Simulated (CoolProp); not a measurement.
Computed with CoolProp (reference Helmholtz-energy equation of state, Wagner 2002).

Q: For water, give the phase and the cp (kJ/(kg K)), isothermal compressibility (1/MPa), viscosity (µPa s), conductivity (mW/(m K)) at 303.9 K and 14.8 MPa; 311.3 K and 14.8 MPa; 363.1 K and 14.8 MPa.

A: 
- 303.9 K and 14.8 MPa: liquid; cp 4.14, isothermal compressibility 0.000431, viscosity 785, conductivity 623
- 311.3 K and 14.8 MPa: liquid; cp 4.14, isothermal compressibility 0.000427, viscosity 678, conductivity 634
- 363.1 K and 14.8 MPa: liquid; cp 4.17, isothermal compressibility 0.000453, viscosity 318, conductivity 681

Viscosity comes from a separate model (Huber 2009). Thermal conductivity comes from a separate model (Huber 2012).
